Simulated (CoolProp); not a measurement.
Saturation properties of cis-2-butene (Tc = 435.8 K, pc = 42.36 bar, ω = 0.202).

The numbers come from the reference Helmholtz-energy equation of state, Lemmon 2005 in CoolProp. It is a short technical equation, of lower accuracy than the large ones.

```
T (K)  p (bar)  vapour density (kg/m³)  surface tension (mN/m)
-----  -------  ----------------------  ----------------------
254.1   0.3879                   1.052                    19.8
258.1   0.4657                   1.248                    19.3
262.1   0.5556                   1.470                    18.8
266.1   0.6588                   1.723                    18.2
270.1   0.7766                   2.009                    17.7
274.1   0.9103                   2.330                    17.2
278.1    1.062                   2.689                    16.6
282.1    1.232                   3.090                    16.1
```

It boils at 276.9 K under 1 atm.

Surface tension comes from a separate correlation (Mulero 2014).
